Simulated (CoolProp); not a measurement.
Vapour-liquid equilibrium of n-hexane (1) + ethylbenzene (2) at 0.518 MPa; x and y are mole fractions of (1).

The numbers come from the multi-fluid Helmholtz-energy mixture model, Thol 2019 and Zhou 2012; pair parameters Bell 2016 in CoolProp.

```tsv
x	bubble temperature (K)	y at the bubble point	dew temperature at overall composition x (K)	liquid density (mol/L)
0.05	474.3	0.170	480.4	6.456
0.2	454.1	___	472.7	6.533
0.35	439.7	0.688	464.2	___
0.5	429.0	0.801	___	6.527
0.65	420.5	0.878	443.0	6.480
0.8	413.3	0.936	429.0	6.416
0.95	406.9	0.985	411.5	6.343
```

Task: Some entries are withheld; supply them.

Result: 
- 0.2, y at the bubble point: 0.505
- 0.35, liquid density (mol/L): 6.549
- 0.5, dew temperature at overall composition x (K): 454.4

No azeotrope shows between x = 0.05 and 0.95.

The pair parameters rest on a limited set of measurements; away from them the model extrapolates.
